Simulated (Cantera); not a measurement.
Feed: 1 mol V, 9 mol N₂O, 30 mol H₂, 11 mol H₂O, held at 702 °C and 4.90 bar.

Cantera equilibrium calculation (NASA polynomials, part measured and part estimated; ideal gas, pure solids and liquids). Candidate condensed phases: H₂O, V, VN, VO, V₂O₃, V₂O₄, V₂O₅; 28 gas species. Condensed phases not in the tables: the oxides between V₂O₃ and V₂O₅ other than VO₂. Kinetics and transport are ignored.

What is the equilibrium state?


```json
{
  "x(H₂)": "0.450",
  "x(H₂O)": "0.370",
  "x(N₂)": "0.180",
  "x(NH₃)": "0.000432",
  "n(V₂O₃(s))": "0.500 mol",
  "gas_amount": "49.98 mol",
  "log10 activity of V(s) (absent)": "-10.21",
  "log10 activity of V₂O₅(l) (absent)": "-11.96"
}
```
